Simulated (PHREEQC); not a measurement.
0.037 g of hydrous ferric oxide (600 m²/g; 0.2 weak and 0.005 strong sites per Fe, Dzombak-Morel constants, diffuse double layer) in 1 kg of water with 0.3 mol/kgw of an inert sodium salt and 1.3e-05 mol/kgw MnCl2, at 25 °C; the pH is set by adding NaOH or the inert anion's acid. The system is closed to oxygen. CO2 from the air is kept out. Precipitation was switched off in this run.

The numbers come from PHREEQC with the ion-association model, wateq4f.dat.

```tsv
pH	Mn sorbed (%)	surface charge σ (C/m²)	surface potential ψ (mV)
4	0.0	0.349	123
4.67	0.0	0.303	116
5.33	0.0	0.231	102
6	0.5	0.154	83
6.67	5.2	0.092	59
7.33	16.1	0.047	35
8	39.2	0.012	10
8.67	82.1	-0.016	-13
9.33	97.8	-0.051	-37
10	99.7	-0.099	-62
10.67	100.0	-0.156	-83
11.33	100.0	-0.210	-97
12	99.9	-0.243	-104
```
